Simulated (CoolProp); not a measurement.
A simple Rankine cycle with carbonyl sulfide: condensing at 319.15 K, boiler at 4.63 MPa, turbine inlet 510.2 K, turbine efficiency 0.75, pump efficiency 0.6, no recuperator. Each further row changes one setting.

The numbers come from the reference Helmholtz-energy equation of state, Lemmon 2006 in CoolProp. It is a short technical equation, of lower accuracy than the large ones.

```json
[
 {"case": "as stated", "thermal efficiency (%)": "8.5", "net work (kJ/kg)": "31.3", "heat in (kJ/kg)": "369", "turbine exit temperature (K)": "452.3", "volume ratio over the turbine": "2.03"},
 {"case": "turbine inlet 530.2 K", "thermal efficiency (%)": "8.6", "net work (kJ/kg)": "33.3", "heat in (kJ/kg)": "388", "turbine exit temperature (K)": "471.5", "volume ratio over the turbine": "2.03"},
 {"case": "condensing temperature 311.15 K", "thermal efficiency (%)": "10.1", "net work (kJ/kg)": "38.3", "heat in (kJ/kg)": "381", "turbine exit temperature (K)": "440.8", "volume ratio over the turbine": "2.38"},
 {"case": "boiler pressure 3.24 MPa", "thermal efficiency (%)": "5.0", "net work (kJ/kg)": "19.0", "heat in (kJ/kg)": "380", "turbine exit temperature (K)": "478.5", "volume ratio over the turbine": "1.48"},
 {"case": "turbine efficiency 0.65", "thermal efficiency (%)": "7.2", "net work (kJ/kg)": "26.6", "heat in (kJ/kg)": "369", "turbine exit temperature (K)": "457.9", "volume ratio over the turbine": "2.07"}
]
```
